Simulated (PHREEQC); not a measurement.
A solution holds 0.14 mol/kgw NaHCO3, 0.0082 mol/kgw Na2B4O7 and 0.33 mol/kgw NaCl, at 25 °C. Closed to the air; pH follows from the charge balance.

Equilibrium calculation in PHREEQC: Pitzer model, pitzer.dat.

No solid was allowed to form.

Task: Predict the pH, ionic strength.

Result: pH 8.47; ionic strength 0.495 mol/kgw.

Task: In which forms is C present?

Result: HCO3- 93 %, CO3-2 6.5 % of the C.
